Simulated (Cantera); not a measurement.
A freely propagating, adiabatic, planar premixed flame of H2 : O2 : N2 = 1 : 0.312 : 1.17 (molar parts), unburnt at 673 K and 0.928 atm; mixture-averaged transport, grid criteria slope 0.08 and curve 0.16, no radiation.

Computed with Cantera and the H2/O2 subset of GRI-Mech 3.0, which has no nitrogen chemistry. Burning velocities carry a grid error of a few per cent, more on coarse grids.

Q: What does this change do: inlet temperature 673 to 550 K?

A: 
```csv
quantity,before,after
laminar burning velocity,1100 cm/s,780 cm/s
thermal thickness,0.512 mm,0.472 mm
peak x(H2O2),4.87e-6,1.57e-5
peak x(H),0.101,0.0926
peak x(O),0.00753,0.00655
peak x(OH),0.0113,0.00963
```
